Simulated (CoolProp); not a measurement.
Properties of oxygen at several states (Tc = -118.6 °C, pc = 5.046 MPa, ω = 0.022).

Model: reference Helmholtz-energy equation of state, Schmidt 1985, in CoolProp. Above 300 K oxygen's equation is extrapolated.

| T (°C) | p (MPa) | phase | isothermal compressibility (1/MPa) | viscosity (µPa s) | conductivity (mW/(m K)) |
|---|---|---|---|---|---|
| 642.25 | 0.105 | gas | 9.521 | 46.3 | 66.8 |
| 725.65 | 1.18 | gas | 0.8449 | 49.2 | 71.6 |
| -129.15 | 0.727 | gas | 1.471 | 11.1 | 13.9 |
| 587.85 | 11.7 | supercritical | 0.08271 | 45.7 | 65.4 |
| 594.55 | 0.0245 | gas | 40.81 | 44.7 | 64.0 |
| -184.85 | 0.0369 | gas | 27.44 | 6.80 | 7.85 |

Viscosity comes from a separate model (Lemmon 2004). Thermal conductivity comes from a separate model (Lemmon 2004).
